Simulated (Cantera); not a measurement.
Stirred combustor or abatement burner

A perfectly stirred reactor is fed with 20.2 % H2, 20.2 % O2, 59.4 % N2, 0.150 % NO, at 10.0 bar; it is adiabatic with a 450 K inlet, and is followed from long to short residence time, starting on the burning branch (τ in s: 0.047, 0.024, 0.012, 0.0062, 0.0031, 0.0016, 0.0008, 0.00041, 0.00021, 0.0001, 5.3e-05).

Detailed kinetics in Cantera: GRI-Mech 3.0 (53 species, 325 reactions). The hydrogen kinetics of GRI-Mech 3.0 are dated; newer H2 mechanisms differ, most at raised pressure. The mechanism lacks 2 NO + O2 → 2 NO2 and HONO, so NO2 and the effect of NO are under-described below about 1400 K.

```tsv
τ (s)	T (K)	x H2	x O2	x NO	x OH	x H	x N2O	x N2
0.047	1970	6.28e-5	0.112	0.00177	0.00132	3.50e-6	8.13e-7	0.661
0.024	1970	7.55e-5	0.112	0.00172	0.00136	4.03e-6	8.59e-7	0.661
0.012	1969	9.97e-5	0.112	0.00169	0.00143	5.11e-6	9.48e-7	0.661
0.0062	1968	0.000140	0.112	0.00168	0.00155	7.12e-6	1.09e-6	0.661
0.0031	1967	0.000212	0.112	0.00167	0.00175	1.13e-5	1.34e-6	0.661
0.0016	1965	0.000322	0.112	0.00166	0.00202	1.89e-5	1.68e-6	0.661
0.00080	1961	0.000507	0.112	0.00166	0.00241	3.44e-5	2.12e-6	0.660
0.00041	1957	0.000788	0.112	0.00166	0.00289	6.35e-5	2.53e-6	0.660
0.00021	1950	0.00122	0.112	0.00166	0.00348	0.000119	2.79e-6	0.660
0.00010	1938	0.00200	0.112	0.00165	0.00428	0.000241	2.81e-6	0.659
5.3e-5	1924	0.00303	0.112	0.00165	0.00506	0.000439	2.63e-6	0.659
```
x: mole fraction; the columns are a selection and need not sum to one.
